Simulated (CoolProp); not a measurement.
Vapour-liquid equilibrium of benzene (1) + toluene (2) at 0.696 MPa; x and y are mole fractions of (1).

Computed with CoolProp (multi-fluid Helmholtz-energy mixture model, Thol 2012 and Lemmon 2006; pair parameters Bell 2016).

Question: Give the bubble temperature and the first vapour's composition at x = 0.05, 0.2, 0.875. Is there an azeotrope?

Answer: x = 0.05: 466.7 K, y = 0.082; x = 0.2: 460.0 K, y = 0.303; x = 0.875: 435.7 K, y = 0.928. No azeotrope shows between x = 0.05 and 0.95.

Pair parameters are fitted to limited data, so mixtures are less certain than the pure fluids.
